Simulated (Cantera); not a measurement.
Feed: 1 mol C₃H₆, 2.5 mol H₂O, 20 mol N₂, 0.24 mol O₂, equilibrated at 58.0 bar.

Cantera equilibrium calculation (NASA polynomials, part measured and part estimated; ideal gas, pure solids and liquids). Candidate condensed phases: C, C₆H₆, C₇H₈, C₈H₁₈, H₂O; 169 gas species. Ions and electrons are included (thermal ionisation). The ideal-gas law is rough above about 30 bar. Equilibrium is a limit: real reactors are often held back by kinetics, nucleation or transport. All values below are at 2727 °C.

Base state: N₂ 0.699, H₂ 0.187, CO 0.104, H 0.00895, HCN 0.00115, H₂O 0.000620, HNC 0.000216, CO₂ 4.65e-5 (mole fractions); condensed: gas only.

What changes in the equilibrium state with this change: pressure from 58.0 bar to 99.0 bar?


| species | before | after |
|---|---|---|
| N₂ | 0.699 | 0.700 |
| H₂ | 0.187 | 0.187 |
| CO | 0.104 | 0.103 |
| H | 0.00895 | 0.00687 |
| NH₃ | 2.66e-5 | 4.57e-5 |
| H₂O | 0.000620 | 0.000884 |

What changes in the equilibrium state with this change: pressure from 58.0 bar to 1.20 bar?


```csv
species,before,after
N₂,0.699,0.682
H₂,0.187,0.159
CO,0.104,0.102
H,0.00895,0.0574
NH₃,2.66e-5,4.25e-7
H₂O,0.000620,1.94e-5
```
